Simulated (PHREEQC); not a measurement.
**Brine (model solution)**

Consider water at 20 °C with 5.4 mol/kgw NaBr and 0.034 mol/kgw H3BO3. Closed to the air; pH follows from the charge balance.

All values are PHREEQC results (Pitzer model, pitzer.dat), not measurements.

```json
{
 "pH": "4.83",
 "ionic_strength": "5.40 mol/kgw",
 "activity_of_water": "0.772",
 "density": "1.357 g/cm³",
 "osmotic_coefficient": "1.324"
}
```

```json
[
 {"species": "Br-", "molality": "5.40", "activity": "3.99", "log γ": "-0.131"},
 {"species": "Na+", "molality": "5.40", "activity": "9.31", "log γ": "0.236"},
 {"species": "B(OH)3", "molality": "0.0340", "activity": "0.0119", "log γ": "-0.455"},
 {"species": "H+", "molality": "2.03e-6", "activity": "1.48e-5", "log γ": "0.863"},
 {"species": "B(OH)4-", "molality": "1.90e-6", "activity": "3.60e-7", "log γ": "-0.722"},
 {"species": "B3O3(OH)4-", "molality": "1.26e-7", "activity": "5.71e-9", "log γ": "-1.345"},
 {"species": "OH-", "molality": "1.70e-9", "activity": "3.58e-10", "log γ": "-0.675"}
]
```

No solid was allowed to form. In brines, pH and single-ion activities rest on the MacInnes convention.
